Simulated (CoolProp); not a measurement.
Vapour-liquid equilibrium of isobutane (1) + acetone (2) at 354.7 K; x and y are mole fractions of (1).

Values from CoolProp's multi-fluid Helmholtz-energy mixture model, Bücker 2006 and Lemmon 2006; pair parameters Bell 2016.

```
x     bubble pressure, mixture model (kPa)  bubble pressure, Raoult's law (kPa)  y, mixture model  y, Raoult's law
----  ------------------------------------  -----------------------------------  ----------------  ---------------
0.05                                 390.2                                283.5             0.423            0.245
0.2                                      ?                                457.7             0.714            0.606
0.35                                 966.8                                632.0                 ?            0.768
0.5                                      ?                                806.3             0.824            0.860
0.65                                  1179                                980.5                 ?            0.920
0.8                                      ?                                 1155             0.895            0.961
0.95                                  1361                                 1329                 ?            0.992
```

Question: Fill in the missing entries.

Answer: 
- 0.2, bubble pressure, mixture model (kPa): 757.0
- 0.35, y, mixture model: 0.787
- 0.5, bubble pressure, mixture model (kPa): 1088
- 0.65, y, mixture model: 0.854
- 0.8, bubble pressure, mixture model (kPa): 1269
- 0.95, y, mixture model: 0.965

The largest gap from Raoult's law is +65.4 % in bubble pressure, at x = 0.2. No azeotrope shows between x = 0.05 and 0.95.

The pair parameters rest on a limited set of measurements; away from them the model extrapolates. With so large a gap from Raoult's law the liquid may split in two, which this calculation doesn't test in full.
